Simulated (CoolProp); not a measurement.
20 sccm (0 °C, 1 atm) of nitrogen bubbles through liquid 1,2-dichloroethane at 316.4 K and leaves saturated at a total pressure of 0.15 MPa (ideal gas phase). Each further row changes one setting.

Model: reference Helmholtz-energy equation of state, Thol 2015, in CoolProp.

| case | vapour pressure (kPa) | mole fraction of vapour | delivery (mg/min) | delivery (sccm) | change of delivery for a bath 1 K warmer (%) |
|---|---|---|---|---|---|
| as stated | 23.7 | ? | ? | ? | 5.1 |
| bath temperature 321.4 K | 29.1 | 0.194 | 21.2 | 4.80 | 5.1 |
| total pressure 0.3 MPa | 23.7 | 0.0790 | ? | 1.72 | 4.6 |

Problem. Fill in the missing entries.

Solution. 
- as stated, mole fraction of vapour: 0.158
- as stated, delivery (mg/min): 16.6
- as stated, delivery (sccm): 3.75
- total pressure 0.3 MPa, delivery (mg/min): 7.57
